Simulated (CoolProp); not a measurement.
A single-stage vapour-compression cycle with n-pentane: evaporating at 299.15 K (dew point), condensing at 348.15 K (bubble point), superheat 2 K, subcooling 8 K, compressor efficiency 0.75, no pressure losses. Each further row changes one setting.

Values from CoolProp's reference Helmholtz-energy equation of state, Thol 2019.

| case | cooling COP | pressure ratio | discharge temperature (K) | refrigerating effect (kJ/kg) | volumetric capacity (kJ/m³) |
|---|---|---|---|---|---|
| as stated | ? | 4.56 | 348.2 | 270 | 570 |
| evaporating temperature 304.15 K | ? | 3.81 | 348.2 | 277 | 695 |
| condensing temperature 343.15 K | 4.48 | 4.00 | 343.2 | 282 | 597 |
| subcooling 13 K | 4.09 | 4.56 | 348.2 | 282 | 597 |
| superheat 12 K | 3.98 | 4.56 | 355.8 | 287 | 585 |
| compressor efficiency 0.65 | 3.39 | 4.56 | ? | 270 | 570 |

Question: What belongs in the gaps?

Answer: 
- as stated, cooling COP: 3.91
- evaporating temperature 304.15 K, cooling COP: 4.53
- compressor efficiency 0.65, discharge temperature (K): 350.9

The compression ends wet for: as stated; evaporating temperature 304.15 K; condensing temperature 343.15 K; subcooling 13 K.
